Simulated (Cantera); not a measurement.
**Ignition delay**

Mixture: 11.4 % CH3OH, 18.6 % O2, 70.0 % N2, equivalence ratio 0.92, at 7500 Torr, adiabatic and at constant volume. Ignition delay is the time to a rise of 400 K.

Model: GRI-Mech 3.0 (53 species, 325 reactions), integrated in Cantera. GRI-Mech 3.0 was tuned for natural gas; its chemistry of methanol as a main component is partial and can be far from experiment.

| T0 (K) | delay (ms) |
|---|---|
| 1300 | 0.313 |
| 1400 | 0.0854 |
| 1500 | 0.0288 |
| 1600 | 0.0116 |
| 1700 | 0.00534 |
| 1800 | 0.00272 |
| 1900 | 0.00150 |
| 2000 | 0.000890 |
| 2100 | 0.000563 |

```json
{
 "apparent activation energy between 1900 and 2100 K": "160 kJ/mol"
}
```
